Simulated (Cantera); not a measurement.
Input: 1 mol SiCl₄, 0.045 mol HCl, 66 mol H₂.

These are equilibrium values from Cantera (NASA tables, ideal gas, pure condensed phases), not measurements of a reactor. Candidate condensed phases: Si; 19 gas species. The tables' values for SiCl₃ are old estimates. Kinetics and transport are ignored.

Stable condensed phases, one row left out:

```
T in K \ P in Pa
            100    300    880   2600   7700  23000  68000 200000
   1748       A      A      A      A      A      A      A      A
   1673       A      A      A      A      A      A      A      A
   1598       A      A      A      A      A      A      A      A
   1523       A      A      A      A      A      A      A      A
   1448       A      A      A      A      A      A      A      A
   1373       A      A      A      A      A      A      A      A
   1298       A      A      A      A      A      A      A      A
   1223       A      A      A      A      A      A      A      A
   1148       A      A      A      A      A      A      A      A
    998       A      A      A      A      A      A      B      B
```

A: Si; B: gas only.

### Question
Give the row for 1073 K.

### Answer
100: Si; 300: Si; 880: Si; 2600: Si; 7700: Si; 23000: Si; 68000: Si; 200000: gas only.
